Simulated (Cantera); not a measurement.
Premixed flame

A freely propagating, adiabatic, planar premixed flame of H2 : O2 : N2 = 1 : 0.5 : 1.88 (molar parts), unburnt at 625 K and 195 Torr; mixture-averaged transport, grid criteria slope 0.08 and curve 0.16, no radiation.

Detailed kinetics in Cantera: the H2/O2 subset of GRI-Mech 3.0, which has no nitrogen chemistry. Burning velocities carry a grid error of a few per cent, more on coarse grids.

| z (mm) | T (K) | u (m/s) | x H2 | x O2 | x HO2 | x OH | x H2O | x H2O2 |
|---|---|---|---|---|---|---|---|---|
| -8.28 | 625 | 7.01 | 0.296 | 0.148 | <1e-8 | <1e-8 | <1e-8 | <1e-8 |
| -5.52 | 625 | 7.01 | 0.296 | 0.148 | <1e-8 | <1e-8 | <1e-8 | <1e-8 |
| -4.14 | 625 | 7.01 | 0.296 | 0.148 | <1e-8 | <1e-8 | <1e-8 | <1e-8 |
| -2.76 | 625 | 7.01 | 0.296 | 0.148 | 2.63e-7 | <1e-8 | 1.21e-8 | <1e-8 |
| -1.38 | 631 | 7.07 | 0.295 | 0.148 | 7.80e-5 | 2.35e-5 | 0.000348 | 6.15e-7 |
| -0.690 | 748 | 8.29 | 0.274 | 0.145 | 6.20e-5 | 0.000391 | 0.0107 | 1.72e-6 |
| 0 | 1149 | 12.3 | 0.146 | 0.0998 | 2.69e-5 | 0.00360 | 0.105 | 1.42e-6 |
| 0.690 | 1443 | 15.3 | 0.0547 | 0.0421 | 1.03e-5 | 0.00954 | 0.206 | 1.38e-6 |
| 1.38 | 1573 | 16.5 | 0.0487 | 0.0342 | 7.24e-6 | 0.0124 | 0.220 | 9.29e-7 |
| 2.76 | 1722 | 17.9 | 0.0497 | 0.0306 | 5.41e-6 | 0.0153 | 0.229 | 5.11e-7 |
| 5.52 | 1884 | 19.4 | 0.0493 | 0.0270 | 3.95e-6 | 0.0178 | 0.239 | 2.65e-7 |
| 11.0 | 2046 | 20.8 | 0.0468 | 0.0232 | 2.84e-6 | 0.0194 | 0.252 | 1.50e-7 |
| 22.1 | 2202 | 22.1 | 0.0421 | 0.0193 | 2.11e-6 | 0.0196 | 0.266 | 9.93e-8 |
x: mole fraction of selected species; z is measured from the peak of heat release.

- laminar burning velocity: 701 cm/s
- thermal thickness: 2.76 mm
- peak x(HO2): 8.56e-5
- peak x(OH): 0.0197
- peak x(H2O2): 1.78e-6
- grid points: 140
